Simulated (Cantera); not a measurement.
Feed: 1 mol SiC, 0.047 mol O2, 18 mol N2, equilibrated at 0.770 bar.

Cantera equilibrium calculation (NASA polynomials, part measured and part estimated; ideal gas, pure solids and liquids). Candidate condensed phases: C, Si, SiC, SiO2, Si2N2O, Si3N4; 34 gas species. Mutual solubility and eutectic melting of coexisting phases are not modelled. Rates play no part.

Over these rows the condensed part is SiC(s) + Si3N4(s). Partial pressures as log10 of bar:

| T (K) | 1000/T (1/K) | log p Si | log p N2 |
|---|---|---|---|
| 1848 | 0.5411 | -6.27 | -0.12 |
| 1873 | 0.5339 | ? | -0.12 |
| 1898 | 0.5269 | -5.77 | -0.12 |
| 1923 | 0.5200 | -5.52 | -0.12 |
| 1948 | 0.5133 | -5.28 | -0.12 |
| 1973 | 0.5068 | -5.05 | -0.12 |

Question: Fit log p(Si) = a + b·(1000/T) to the five rows, give the apparent enthalpy, and predict the row at 1873 K.

Answer: Means: 1000/T = 0.5216, log p = -5.578. Sxy = -0.024892, Sxx = 0.0006988, so b = -35.62 and a = -5.578 − (-35.62)×0.5216 = 13.00.
Apparent enthalpy: −19.145 × (-35.62) = 682 kJ/mol. With the condensed phases at unit activity, 1/3 Si3N4(s) = Si(g) + 2/3 N2(g) links this pressure to the main gases: over the six rows their terms move log p by +0.00 in all, so the slope is close to that reaction's ΔH°. The five rows lie within 0.01 of the line.
Prediction at 1873 K: 13.00 + (-35.62)×0.5339 = -6.02. The computed value is -6.02, 0.00 from the line.
